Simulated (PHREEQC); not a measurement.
PHREEQC input (ion-association model, wateq4f.dat):

```
SOLUTION_MASTER_SPECIES
  An  An-  0  An  62.0  # stands for a non-complexing anion
SOLUTION_SPECIES
  An- = An-
    -log_k 0
    -gamma 3.0 0
PHASES
  Fix_H+
    H+ = H+
    -log_k 0
SOLUTION 1
  temp 25
  units mmol/kgw
  pH 7 charge
  Na 50
  An 50
END
SELECTED_OUTPUT 1
  -reset false
  -pH true
  -pe true
  -ionic_strength true
  -water true
  -totals Na
  -molalities Hfo_wOH Hfo_wOH2+ Hfo_wO- Hfo_sOH Hfo_sOH2+ Hfo_sO-
USER_PUNCH 1
  -headings sigma psi
  10 PUNCH EDL("sigma", "Hfo"), EDL("psi", "Hfo")
PRINT
  -reset false
USE solution 1
SURFACE 1
  Hfo_wOH 0.00139326 600 0.62
  Hfo_sOH 3.48315e-05
EQUILIBRIUM_PHASES 1
  Fix_H+ -4 HAn 10
    -force_equality true
  O2(g) -0.68 10
END
# ... the last block is repeated for the other 16 points of pH, with NaOH or the acid as the point needs
```

Selected output (columns that matter, 13 of 17 rows; pH added in front):

```
pH	mu	Na	m_Hfo_wOH	m_Hfo_wOH2+	m_Hfo_wO-	m_Hfo_sOH	m_Hfo_sOH2+	m_Hfo_sO-	sigma	psi
4	0.050684	0.05	0.00028329	0.0011083	1.6588e-06	7.0823e-06	2.7708e-05	4.1471e-08	0.29423	0.15958
4.38	0.050536	0.05	0.00043378	0.00095496	4.514e-06	1.0845e-05	2.3874e-05	1.1285e-07	0.2527	0.15187
5.12	0.050333	0.05	0.0007246	0.00065016	1.85e-05	1.8115e-05	1.6254e-05	4.6251e-07	0.16794	0.13115
5.5	0.050254	0.05	0.00084179	0.00052026	3.1202e-05	2.1045e-05	1.3007e-05	7.8006e-07	0.13003	0.11825
5.88	0.05019	0.05	0.0009298	0.00041583	4.7628e-05	2.3245e-05	1.0396e-05	1.1907e-06	0.097896	0.10408
6.62	0.050099	0.05	0.0010273	0.00027941	8.653e-05	2.5683e-05	6.9853e-06	2.1633e-06	0.051282	0.073085
7	0.050066	0.05	0.0010503	0.00023585	0.00010714	2.6257e-05	5.8963e-06	2.6785e-06	0.034222	0.055527
7.38	0.05004	0.05	0.0010624	0.00020416	0.00012666	2.6561e-05	5.1041e-06	3.1664e-06	0.020607	0.037051
8.12	0.050002	0.050003	0.0010695	0.00016138	0.00016237	2.6738e-05	4.0346e-06	4.0592e-06	-0.00026209	-0.00051333
8.5	0.050024	0.050044	0.0010677	0.00014314	0.00018244	2.6692e-05	3.5785e-06	4.561e-06	-0.010448	-0.019955
8.88	0.050051	0.050094	0.0010615	0.00012466	0.00020707	2.6538e-05	3.1165e-06	5.1768e-06	-0.021911	-0.039031
9.62	0.050152	0.050253	0.0010257	8.5409e-05	0.00028217	2.5642e-05	2.1352e-06	7.0543e-06	-0.052315	-0.073974
10	0.050266	0.050409	0.00098512	6.4742e-05	0.00034339	2.4628e-05	1.6185e-06	8.5848e-06	-0.074087	-0.090372
```
